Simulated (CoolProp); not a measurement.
CF4 (R14) along the isobar 1.28 MPa: density (kg/m³) from the reference equation and from simpler models built on Tc = 227.4 K, pc = 3.762 MPa, ω = 0.178; each cubic takes its own stable root.

Computed with CoolProp (reference Helmholtz-energy equation of state, Platzer 1990). This equation is an older, rougher fit; its heat capacities, sound speeds and derivatives of the liquid may be far off and weren't checked against measurements.

```csv
T (K),phase,reference
154.1,liquid,1559
174.1,liquid,1441
194.2,liquid,1293
214.3,gas,74.95
234.3,gas,65.19
254.4,gas,58.16
274.5,gas,52.74
294.5,gas,48.40
314.6,gas,44.78
334.7,gas,41.71
354.7,gas,39.08
374.8,gas,36.78
```

### Question
How far does each simpler model (van der Waals, Redlich-Kwong) lie from the reference over these 12 states: mean and median of the absolute difference, and the worst?

### Answer
- van der Waals: mean 14.3 %, median 1.0 %, worst -93.5 % at 194.2 K and 1.28 MPa
- Redlich-Kwong: mean 9.0 %, median 0.5 %, worst -93.1 % at 194.2 K and 1.28 MPa

At some of these states van der Waals, Redlich-Kwong gives the other phase, because its saturation line lies elsewhere.
